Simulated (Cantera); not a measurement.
**Si + H₂O + N₂ (thermal oxidation and active oxidation of silicon)**

Input: 1 mol Si, 0.023 mol H₂O, a varied amount of N₂, at 1825 K and 0.440 Pa.

These are equilibrium values from Cantera (NASA tables, ideal gas, pure condensed phases), not measurements of a reactor. Candidate condensed phases: H₂O, Si, SiO₂, Si₂N₂O, Si₃N₄; 35 gas species. The tables' values for SiN are old estimates; treat these amounts as uncertain. Equilibrium is a limit: real reactors are often held back by kinetics, nucleation or transport.

```json
[
 {"n(N₂) (mol)": "8.6", "x N₂": "0.892", "x Si": "0.101", "x H": "0.00403", "x SiO": "0.00239", "x H₂": "0.000368", "x SiN": "8.25e-5", "x Si₂": "6.44e-5"},
 {"n(N₂) (mol)": "20", "x N₂": "0.950", "x Si": "0.0464", "x H": "0.00200", "x SiO": "0.00109", "x H₂": "9.10e-5", "x SiN": "3.90e-5", "x Si₂": "1.35e-5"},
 {"n(N₂) (mol)": "32", "x N₂": "0.968", "x Si": "0.0295", "x H": "0.00131", "x SiO": "0.000696", "x H₂": "3.91e-5", "x SiN": "2.51e-5", "x Si₂": "5.49e-6"},
 {"n(N₂) (mol)": "44", "x N₂": "0.977", "x Si": "0.0217", "x H": "0.000978", "x SiO": "0.000511", "x H₂": "2.17e-5", "x SiN": "1.85e-5", "x Si₂": "2.96e-6"},
 {"n(N₂) (mol)": "55", "x N₂": "0.981", "x Si": "0.0174", "x H": "0.000792", "x SiO": "0.000410", "x H₂": "1.42e-5", "x SiN": "1.49e-5", "x Si₂": "1.91e-6"},
 {"n(N₂) (mol)": "67", "x N₂": "0.985", "x Si": "0.0143", "x H": "0.000656", "x SiO": "0.000338", "x H₂": "9.77e-6", "x SiN": "1.23e-5", "x Si₂": "1.30e-6"},
 {"n(N₂) (mol)": "78", "x N₂": "0.987", "x Si": "0.0123", "x H": "0.000567", "x SiO": "0.000291", "x H₂": "7.30e-6", "x SiN": "1.06e-5", "x Si₂": "9.60e-7"},
 {"n(N₂) (mol)": "90", "x N₂": "0.989", "x Si": "0.0107", "x H": "0.000494", "x SiO": "0.000253", "x H₂": "5.54e-6", "x SiN": "9.20e-6", "x Si₂": "7.24e-7"},
 {"n(N₂) (mol)": "100", "x N₂": "0.990", "x Si": "0.00966", "x H": "0.000446", "x SiO": "0.000228", "x H₂": "4.52e-6", "x SiN": "8.30e-6", "x Si₂": "5.88e-7"}
]
```
x: gas mole fraction; nothing condenses.

From 8.6 mol N₂ to 100 mol N₂ nothing is condensed. The main Si-bearing gas is Si throughout.
